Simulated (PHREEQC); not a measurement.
A solution holds 1.3 mmol/kgw NH4HF2, 2.1 mmol/kgw (NH4)2SiF6, 30 mmol/kgw H3AsO4 and 0.075 mmol/kgw H2SO4, at 72 °C. Closed to the air; pH follows from the charge balance.

Model: ion-association model, wateq4f.dat, run in PHREEQC.

```yaml
pH: 2.17
ionic_strength: 0.0138 mol/kgw
total_alkalinity: -39.8 meq/kg
```

```json
[
 {"species": "H3AsO4", "molality": "0.0190", "activity": "0.0191", "log γ": "0.001"},
 {"species": "H2AsO4-", "molality": "0.0110", "activity": "0.00963", "log γ": "-0.057"},
 {"species": "HF", "molality": "0.0102", "activity": "0.0102", "log γ": "0.001"},
 {"species": "H+", "molality": "0.00754", "activity": "0.00674", "log γ": "-0.049"},
 {"species": "NH4+", "molality": "0.00550", "activity": "0.00483", "log γ": "-0.057"},
 {"species": "H4SiO4", "molality": "0.00136", "activity": "0.00137", "log γ": "0.001"},
 {"species": "SiF6-2", "molality": "0.000737", "activity": "0.000444", "log γ": "-0.220"},
 {"species": "F-", "molality": "0.000462", "activity": "0.000404", "log γ": "-0.058"},
 {"species": "HSO4-", "molality": "4.38e-5", "activity": "3.85e-5", "log γ": "-0.056"},
 {"species": "H2F2", "molality": "4.33e-5", "activity": "4.35e-5", "log γ": "0.001"},
 {"species": "SO4-2", "molality": "2.99e-5", "activity": "1.80e-5", "log γ": "-0.221"}
]
```

No solid was allowed to form. Examples of supersaturated solids here: Quartz (slow to form), Chalcedony (slow to form). Others may be too. At this temperature some constants are extrapolated from 25 °C, and those without enthalpy data are left unchanged. SiF6-2 is the database's only silicon fluoride.
